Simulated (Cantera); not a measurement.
Input: 1 mol SiC, 0.0022 mol O₂, 6.8 mol N₂, held at 1473.15 K and 0.00233 Torr.

Cantera equilibrium calculation (NASA polynomials, part measured and part estimated; ideal gas, pure solids and liquids). Candidate condensed phases: C, Si, SiC, SiO₂, Si₂N₂O, Si₃N₄; 34 gas species. Rates play no part.

Base state: N₂ 0.999, CO 0.000424, SiO 0.000222, Si 0.000201 (mole fractions); condensed: SiC(s).

### Question
What changes in the equilibrium state with this change: temperature from 1473.15 K to 973.15 K?

### Answer
```
species             before    after
----------------  --------  -------
N₂                   0.999     1.00
CO                0.000424  2.57e-7
SiO               0.000222    <1e-9
Si                0.000201    <1e-9
SiC(s), mol          0.997        0
C(graphite), mol         0    1.000
Si₂N₂O(s), mol           0  0.00440
Si₃N₄(s), mol            0    0.330
```
N₂ is the only nitrogen source here; it is nearly inert below about 1500 K, so the nitride shown seldom forms there in practice.
